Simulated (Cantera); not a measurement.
Thermodynamics of iron carbonyl, mercury and lead vapours, feed PbO + N2

Input: 1 mol PbO, 11 mol N2, at 78.0 mbar.

Cantera equilibrium calculation (NASA polynomials, part measured and part estimated; ideal gas, pure solids and liquids). Candidate condensed phases: Pb, PbO, PbO2, Pb3O4; 12 gas species. Gases not in the tables: (PbO)n polymers. Rates play no part.

```csv
T (°C),x N2,x PbO,x Pb,x O2,n PbO(red),n PbO(yellow),n PbO(l)
450,1.00,9.94e-12,3.32e-12,1.07e-12,1.00,0,0
550,1.00,2.91e-9,7.32e-10,3.03e-10,0,1.00,0
650,1.00,2.42e-7,5.09e-8,2.31e-8,0,1.000,0
750,1.000,8.24e-6,1.54e-6,7.26e-7,0,1.000,0
850,1.000,0.000147,2.50e-5,1.21e-5,0,0.998,0
950,0.998,0.00139,0.000233,0.000114,0,0,0.982
1050,0.989,0.00856,0.00146,0.000715,0,0,0.889
1150,0.949,0.0401,0.00699,0.00344,0,0,0.455
1250,0.909,0.0669,0.0157,0.00772,0,0,0
1350,0.906,0.0602,0.0222,0.0108,0,0,0
```
x: gas mole fraction; n: condensed amount in mol.

At 450 °C the condensed part is PbO(red). From 550 °C to 850 °C the condensed part is PbO(yellow). From 950 °C to 1150 °C the condensed part is PbO(l). From 1250 °C to 1350 °C nothing is condensed.
